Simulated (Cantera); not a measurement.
Charge: 1 mol PbI2, 0.17 mol N2, at 1398 K and 2.50 Pa.

Cantera equilibrium calculation (NASA polynomials, part measured and part estimated; ideal gas, pure solids and liquids). Candidate condensed phases: I2, Pb, PbI2; 9 gas species. Equilibrium is a limit: real reactors are often held back by kinetics, nucleation or transport.

Base state: I 0.628, Pb 0.311, N2 0.0540, PbI 0.00648, PbI2 6.83e-5, I2 1.62e-5 (mole fractions); condensed: gas only.

Q: What changes in the equilibrium state with this change: N2 from 0.17 to 340 mol?

A: 
```csv
species,before,after
N2,0.0540,0.991
I,0.628,0.00583
Pb,0.311,0.00291
PbI2,6.83e-5,<1e-9
I2,1.62e-5,1.39e-9
PbI,0.00648,5.64e-7
```
